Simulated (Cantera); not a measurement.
Charge: 1 mol SiCl4, 0.37 mol H2, 1.6 mol HCl, equilibrated at 1248.15 K and 140000 Pa.

These are equilibrium values from Cantera (NASA tables, ideal gas, pure condensed phases), not measurements of a reactor. Candidate condensed phases: Si; 19 gas species. The tables' values for SiCl3 are old estimates; treat these amounts as uncertain. The numbers say what is thermodynamically allowed, not how fast it happens.

Base state: HCl 0.542, SiCl4 0.332, H2 0.121, SiHCl3 0.00262, SiCl3 0.00141, SiCl2 4.31e-5 (mole fractions); condensed: gas only.

Problem. What changes in the equilibrium state with this change: SiCl4 replaced by Si?

Solution. 
```tsv
species	before	after
H2	0.121	0.675
SiCl4	0.332	0.166
SiHCl3	0.00262	0.0713
HCl	0.542	0.0555
SiCl2	4.31e-5	0.0115
SiCl3	0.00141	0.0163
SiH3Cl	<1e-9	6.69e-5
SiH2Cl2	2.80e-6	0.00415
Si(s), mol	0	0.575
```
